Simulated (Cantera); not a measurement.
**Chemical vapour transport: Fe3O4 + HCl + O2**

Feed: 1 mol Fe3O4, 0.32 mol HCl, a varied amount of O2, at 1000 °C and 1.00 bar.

Equilibrium computed with Cantera from the NASA thermochemical tables; the gas is ideal and each condensed phase is pure. Candidate condensed phases: Fe, FeCl2, FeCl3, FeO, Fe(OH)2, Fe(OH)3, Fe2O3, Fe3O4, H2O; 22 gas species. Mutual solubility and eutectic melting of coexisting phases are not modelled. Kinetics and transport are ignored.

| n(O2) (mol) | x O2 | x HCl | x H2O | x Cl2 | x FeCl2 | x FeCl3 | n Fe2O3(s) | n Fe3O4(s) |
|---|---|---|---|---|---|---|---|---|
| 0.12 | 6.62e-6 | 0.782 | 0.118 | 0.000977 | 0.0647 | 0.0330 | 0.735 | 0.500 |
| 0.18 | 6.62e-6 | 0.782 | 0.118 | 0.000977 | 0.0647 | 0.0330 | 1.09 | 0.260 |
| 0.28 | 0.0536 | 0.720 | 0.119 | 0.0738 | 0.00572 | 0.0253 | 1.49 | 0 |
| 0.44 | 0.346 | 0.453 | 0.102 | 0.0867 | 0.00166 | 0.00797 | 1.50 | 0 |
| 0.68 | 0.559 | 0.295 | 0.0730 | 0.0654 | 0.000873 | 0.00364 | 1.50 | 0 |
| 1 | 0.694 | 0.202 | 0.0522 | 0.0477 | 0.000542 | 0.00193 | 1.50 | 0 |
| 1.6 | 0.805 | 0.127 | 0.0338 | 0.0313 | 0.000318 | 0.000916 | 1.50 | 0 |
| 2.5 | 0.874 | 0.0815 | 0.0221 | 0.0205 | 0.000196 | 0.000458 | 1.50 | 0 |
x: gas mole fraction; n: condensed amount in mol.

From 0.12 mol O2 to 0.18 mol O2 the condensed part is Fe2O3(s) + Fe3O4(s). From 0.28 mol O2 to 2.5 mol O2 the condensed part is Fe2O3(s). The main Fe-bearing gas is FeCl2 at 0.12 mol O2 and FeCl3 at 2.5 mol O2.
